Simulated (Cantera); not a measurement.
## Thermodynamics of hydrogen reduction and annealing atmospheres, feed FeS + H2 + H2O

A closed system holds: 1 mol FeS, 240 mol H2, 4.1 mol H2O, held at 1550 K.

Equilibrium computed with Cantera from the NASA thermochemical tables; the gas is ideal and each condensed phase is pure. Candidate condensed phases: Fe, FeO, Fe(OH)2, Fe(OH)3, FeS, FeSO4, FeS2, Fe2O3, Fe2(SO4)3, Fe3O4, H2O, H2SO4, S; 22 gas species. Equilibrium is a limit: real reactors are often held back by kinetics, nucleation or transport.

```
P (Pa)    x H2   x H2O     x H2S      x Fe  n Fe(γ)
-------  -----  ------  --------  --------  -------
10       0.973  0.0166  0.000931   0.00407        0
68       0.978  0.0167   0.00199  0.000616    0.849
460      0.979  0.0168   0.00319   9.11e-5    0.978
3200     0.979  0.0168   0.00383   1.31e-5    0.997
22000    0.979  0.0168   0.00402   1.91e-6    1.000
150000   0.979  0.0168   0.00407   2.79e-7    1.000
1000000  0.979  0.0168   0.00409   4.19e-8    1.000
```
x: gas mole fraction; n: condensed amount in mol.

At 0.0750 Torr nothing is condensed. From 0.510 Torr to 7500 Torr the condensed part is Fe(γ). The main Fe-bearing gas is Fe throughout.
